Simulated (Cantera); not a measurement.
A perfectly stirred reactor is fed with C₂H₆ : N₂ = 1 : 100 (molar parts), at 0.000120 bar; it is held at 1975 K, and followed from long to short residence time.

Computed with Cantera and GRI-Mech 3.0 (53 species, 325 reactions). GRI-Mech 3.0 stops at C3 and has no aromatics, soot or wall deposition, so with more carbon than oxygen in the feed, carbon stays in small species such as C2H2 where larger ones or solid carbon would form. Radical loss at walls, strong at low pressure, is not modelled.

### Question
Predict: x(C₂H₆) at τ = 3.90 s; x(C₂H₂) at τ = 3.90 s; x(H₂) at τ = 3.90 s; x(CH₃) at τ = 3.90 s; x(HCN) at τ = 3.90 s; x(C₂H₆) at τ = 36.0 ms; x(C₂H₂) at τ = 36.0 ms; x(H₂) at τ = 36.0 ms; x(CH₃) at τ = 36.0 ms; x(HCN) at τ = 36.0 ms.

### Answer
* **x(C₂H₆) at τ = 3.90 s**: 1.47e-5
* **x(C₂H₂) at τ = 3.90 s**: 0.00841
* **x(H₂) at τ = 3.90 s**: 0.0166
* **x(CH₃) at τ = 3.90 s**: 0.000970
* **x(HCN) at τ = 3.90 s**: 0.000384
* **x(C₂H₆) at τ = 36.0 ms**: 0.00132
* **x(C₂H₂) at τ = 36.0 ms**: 0.00145
* **x(H₂) at τ = 36.0 ms**: 0.00430
* **x(CH₃) at τ = 36.0 ms**: 0.00872
* **x(HCN) at τ = 36.0 ms**: 2.21e-5
